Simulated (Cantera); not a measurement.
**Thermodynamics of iron carbonyl, mercury and lead vapours, feed Pb + O₂ + N₂**

A closed system holds: 1 mol Pb, 0.35 mol O₂, 7.4 mol N₂, at 0.200 bar.

Equilibrium computed with Cantera from the NASA thermochemical tables; the gas is ideal and each condensed phase is pure. Candidate condensed phases: Pb, PbO, PbO₂, Pb₃O₄; 12 gas species. Each liquid is taken as pure. Mutual solubility and eutectic melting of coexisting phases are not modelled. Gases not in the tables: (PbO)n polymers. Equilibrium is a limit: real reactors are often held back by kinetics, nucleation or transport.

```tsv
T (K)	x N₂	x Pb	x PbO	x Pb₂	x NO	n Pb(l)	n PbO(red)	n PbO(yellow)	n PbO(l)
750	1.00	4.74e-8	2.10e-11	<1e-12	<1e-12	0.300	0.700	0	0
800	1.00	3.07e-7	3.50e-10	<1e-12	<1e-12	0.300	0	0.700	0
850	1.000	1.59e-6	4.16e-9	<1e-12	<1e-12	0.300	0	0.700	0
900	1.000	6.84e-6	3.73e-8	4.06e-12	1.62e-12	0.300	0	0.700	0
950	1.000	2.52e-5	2.64e-7	3.60e-11	1.44e-11	0.300	0	0.700	0
1000	1.000	8.10e-5	1.52e-6	2.55e-10	1.02e-10	0.299	0	0.700	0
1050	1.000	0.000233	7.40e-6	1.49e-9	5.99e-10	0.298	0	0.700	0
1100	0.999	0.000606	3.10e-5	7.38e-9	2.98e-9	0.296	0	0.700	0
1150	0.998	0.00145	0.000114	3.17e-8	1.29e-8	0.289	0	0.699	0
1200	0.996	0.00322	0.000341	1.20e-7	4.48e-8	0.276	0	0	0.697
1250	0.992	0.00669	0.000914	4.06e-7	1.38e-7	0.250	0	0	0.693
1300	0.985	0.0131	0.00226	1.25e-6	3.87e-7	0.201	0	0	0.683
1350	0.970	0.0245	0.00519	3.52e-6	9.98e-7	0.113	0	0	0.660
```
x: gas mole fraction; n: condensed amount in mol.

At 750 K the condensed part is Pb(l) + PbO(red). From 800 K to 1150 K the condensed part is Pb(l) + PbO(yellow). From 1200 K to 1350 K the condensed part is Pb(l) + PbO(l).
